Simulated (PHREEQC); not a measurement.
Ultrapure water in contact with air or piping (model solution)

Synthetic water in mg/L, 25 °C, pH 6.14, pe 11.3:

```json
[
 {"constituent": "Na", "mg/L": "0.0522"},
 {"constituent": "K", "mg/L": "0.031"},
 {"constituent": "Ca", "mg/L": "0.0227"},
 {"constituent": "Mg", "mg/L": "0.000403"},
 {"constituent": "Cl", "mg/L": "0.0465"},
 {"constituent": "S(6) as SO4", "mg/L": "0.0533"},
 {"constituent": "Alkalinity as HCO3", "mg/L": "0.107"},
 {"constituent": "Si as SiO2", "mg/L": "0.000785"},
 {"constituent": "Pb", "mg/L": "0.0096"}
]
```

Valence states are taken as typed.

Equilibrium calculation in PHREEQC: ion-association model, phreeqc.dat.

Each row changes one thing in this solution. This is a speciation only: nothing precipitates in the calculation.

| case | ionic strength (mol/kgw) | CO2 (mol/kgw) | HCO3- (mol/kgw) | Pb+2 (mol/kgw) | PbOH+ (mol/kgw) | CO3-2 (mol/kgw) | SI of Pb(OH)2 (Pb(OH)2) | SI of Quartz (SiO2) |
|---|---|---|---|---|---|---|---|---|
| as made | 6.16e-6 | 4.00e-6 | 2.46e-6 | 4.49e-8 | 1.20e-9 | 1.61e-10 | -3.22 | -3.90 |
| all concentrations times 2 at the same typed pH | 1.16e-5 | 6.84e-6 | 4.22e-6 | 8.95e-8 | 2.38e-9 | 2.76e-10 | -2.93 | -3.60 |
| Alkalinity from 0.107 to 0.321 mg/L | 7.91e-6 | 9.69e-6 | 5.97e-6 | 4.46e-8 | 1.19e-9 | 3.90e-10 | -3.23 | -3.90 |
| pH from 6.14 to 5.64 at the same alkalinity | 7.73e-6 | 2.08e-5 | 4.05e-6 | 4.57e-8 | 3.85e-10 | 8.37e-11 | -4.22 | -3.90 |
| pH from 6.14 to 6.64 at the same alkalinity | 5.65e-6 | 9.93e-7 | 1.93e-6 | 4.24e-8 | 3.58e-9 | 3.99e-10 | -2.25 | -3.90 |

Species that the database lacks are ignored.
